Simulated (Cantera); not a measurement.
Feed: 1 mol SiH2Cl2, 0.98 mol Cl2, 96 mol H2, 0.25 mol HCl, equilibrated at 1000 Pa.

These are equilibrium values from Cantera (NASA tables, ideal gas, pure condensed phases), not measurements of a reactor. Candidate condensed phases: Si; 19 gas species. Gases not in the tables: Si2H6 and higher silanes. Equilibrium is a limit: real reactors are often held back by kinetics, nucleation or transport.

What share of the Si ends up in condensed phases as a function of T (°C), at 802, 902, 1002, 1102, 1202, 1302, 1402?


| T (°C) | Si condensed (%) | as |
|---|---|---|
| 802 | 48.9 | Si(s) |
| 902 | 63.0 | Si(s) |
| 1002 | 64.5 | Si(s) |
| 1102 | 62.9 | Si(s) |
| 1202 | 60.8 | Si(s) |
| 1302 | 58.8 | Si(s) |
| 1402 | 56.5 | Si(s) |
